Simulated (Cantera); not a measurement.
# Thermodynamics of carbon deposition, reforming and gasification, feed n-butane + H₂

Charge: 1 mol n-butane, 0.92 mol H₂, held at 898.15 K and 30.0 bar.

Equilibrium computed with Cantera from the NASA thermochemical tables; the gas is ideal and each condensed phase is pure. Candidate condensed phases: C, C₆H₆, C₇H₈, C₈H₁₈; 76 gas species. The numbers say what is thermodynamically allowed, not how fast it happens.

| Item | Result |
|---|---|
| x(CH₄) | 0.725 |
| x(H₂) | 0.275 |
| x(C₂H₆) | 0.000125 |
| n(C(graphite)) | 1.51 mol |
| gas amount | 3.431 mol |
